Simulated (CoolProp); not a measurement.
Computed with CoolProp (reference Helmholtz-energy equation of state, Akasaka 2022).

**Question.** Give the vapour pressure (kPa), liquid density (kg/m³), liquid cp (kJ/(kg K)), vapour Z of saturated R1233zd(E) at 373.7, 379, 381.6 K.

**Answer.** 
| T (K) | p (kPa) | liquid density (kg/m³) | liquid cp (kJ/(kg K)) | vapour Z |
|---|---|---|---|---|
| 373.7 | 1060 | 1050 | 1.41 | 0.779 |
| 379 | 1180 | 1030 | 1.44 | 0.760 |
| 381.6 | 1250 | 1020 | 1.45 | 0.750 |
